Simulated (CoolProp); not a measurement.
Vapour-liquid equilibrium of C2F6 (R116) (1) + R22 (2) at -26.35 °C; x and y are mole fractions of (1).

Model: multi-fluid Helmholtz-energy mixture model, Lemmon 2006 and Kamei 1995; pair parameters Bell 2016, in CoolProp.

Q: Give the bubble pressure and the first vapour's composition at x = 0.05, 0.65, 0.8. Is there an azeotrope?

A: x = 0.05: 0.3349 MPa, y = 0.435; x = 0.65: 0.7697 MPa, y = 0.815; x = 0.8: 0.8148 MPa, y = 0.870. No azeotrope shows between x = 0.05 and 0.95.

The pair parameters rest on a limited set of measurements; away from them the model extrapolates. With so large a gap from Raoult's law the liquid may split in two, which this calculation doesn't test in full.
